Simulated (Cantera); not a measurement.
What does this Cantera script print?

```python
import numpy as np
import cantera as ct

gas = ct.Solution("gri30.yaml")
gas.TPX = 1648, 100000, {'NO': 1, 'N2': 2.5}
reactor = ct.IdealGasConstPressureReactor(gas, energy="off", clone=False)
net = ct.ReactorNet([reactor])
net.rtol, net.atol = 1e-08, 1e-18
show = ['NO', 'N2', 'N2O', 'O2', 'NO2', 'O']
times = np.geomspace(0.0004, 10, 15)

steps = ct.SolutionArray(gas, extra=["t"])
rows = []
print(f"{'t/s':>10s}{'T/K':>9s}{'P/Pa':>11s}" + "".join(f"{s:>11s}" for s in show))
for t in times:
    while net.time < t:
        t_next = net.step()
        steps.append(gas.state, t=t_next)
    rows.append([np.interp(t, steps.t, y) for y in (steps.T, steps.P, *steps(*show).X.T)])
    print(f"{t:10.3e}{rows[-1][0]:9.1f}{rows[-1][1]:11.4g}" + "".join(f"{x:11.3e}" for x in rows[-1][2:]))
rate = np.gradient(steps.T, steps.t)
print("integrator steps:", len(steps.t))
if steps.T.max() > steps.T[0] + 200:
    print(f"time of steepest temperature rise: {steps.t[rate.argmax()]:.4e} s")
gas.TPX = 1648, 100000, {'NO': 1, 'N2': 2.5}
gas.equilibrate("TP")
print(f"equilibrium (TP): T = {gas.T:.1f} K  " + "  ".join(f"{s} {gas[s].X[0]:.3e}" for s in show))
```

Output:

```
       t/s      T/K       P/Pa         NO         N2        N2O         O2        NO2          O
 4.000e-04   1648.0      1e+05  2.857e-01  7.143e-01  1.661e-06  3.126e-09  1.637e-06  1.131e-07
 8.245e-04   1648.0      1e+05  2.857e-01  7.143e-01  3.327e-06  1.045e-08  3.558e-06  1.398e-07
 1.700e-03   1648.0      1e+05  2.857e-01  7.143e-01  6.470e-06  4.481e-08  7.772e-06  1.968e-07
 3.503e-03   1648.0      1e+05  2.857e-01  7.143e-01  1.187e-05  2.542e-07  1.726e-05  3.192e-07
 7.221e-03   1648.0      1e+05  2.856e-01  7.143e-01  1.957e-05  1.808e-06  3.810e-05  5.712e-07
 1.489e-02   1648.0      1e+05  2.855e-01  7.144e-01  2.707e-05  1.300e-05  7.377e-05  9.726e-07
 3.068e-02   1648.0      1e+05  2.854e-01  7.144e-01  3.057e-05  6.516e-05  1.020e-04  1.274e-06
 6.325e-02   1648.0      1e+05  2.851e-01  7.146e-01  3.094e-05  2.019e-04  1.092e-04  1.353e-06
 1.304e-01   1648.0      1e+05  2.845e-01  7.149e-01  3.081e-05  4.882e-04  1.150e-04  1.421e-06
 2.687e-01   1648.0      1e+05  2.833e-01  7.155e-01  3.054e-05  1.076e-03  1.257e-04  1.551e-06
 5.539e-01   1648.0      1e+05  2.809e-01  7.167e-01  2.999e-05  2.276e-03  1.448e-04  1.787e-06
 1.142e+00   1648.0      1e+05  2.760e-01  7.191e-01  2.891e-05  4.699e-03  1.757e-04  2.184e-06
 2.354e+00   1648.0      1e+05  2.663e-01  7.239e-01  2.687e-05  9.476e-03  2.200e-04  2.804e-06
 4.851e+00   1648.0      1e+05  2.483e-01  7.330e-01  2.328e-05  1.845e-02  2.726e-04  3.693e-06
 1.000e+01   1648.0      1e+05  2.174e-01  7.484e-01  1.779e-05  3.387e-02  3.156e-04  4.848e-06
integrator steps: 803
equilibrium (TP): T = 1648.0 K  NO 2.035e-03  N2 8.561e-01  N2O 1.252e-07  O2 1.418e-01  NO2 5.930e-06  O 9.594e-06
```

Detailed kinetics in Cantera: GRI-Mech 3.0 (53 species, 325 reactions).
